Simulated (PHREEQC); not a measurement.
**Metal-bearing waste water**

Dissolve 8.7 mmol/kgw FeSO4, 0.095 mmol/kgw NaF and 58 mmol/kgw Na2SO4 at 9 °C. Closed to the air; pH follows from the charge balance.

Model: ion-association model, phreeqc.dat, run in PHREEQC.

This is a speciation only: nothing precipitates in the calculation.

Problem. Estimate the pH, specific conductance, density.

Solution. pH 6.57; specific conductance 6920 µS/cm; density 1.009 g/cm³.

Problem. In which forms is F present?

Solution. F- 95 %, NaF 3.1 %, FeF+ 1.6 % of the F.

Complexes and solids missing from the database can't appear. Constants without temperature data keep their 25 °C values here. Fluoro complexes past AlF4- and FeF3 are missing from the database.
